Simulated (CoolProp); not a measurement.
Model: reference Helmholtz-energy equation of state, Platzer 1990, in CoolProp. This equation is an older, rougher fit; its heat capacities, sound speeds and derivatives of the liquid may be far off and weren't checked against measurements.

For c-C4F8 (RC318), give the phase and the conductivity (mW/(m K)) at 500 K and 0.234 MPa.


- 500 K and 0.234 MPa: gas; conductivity 26.2

Thermal conductivity comes from a separate model (Huber 2003), an estimate that may be off by 10 % or more.
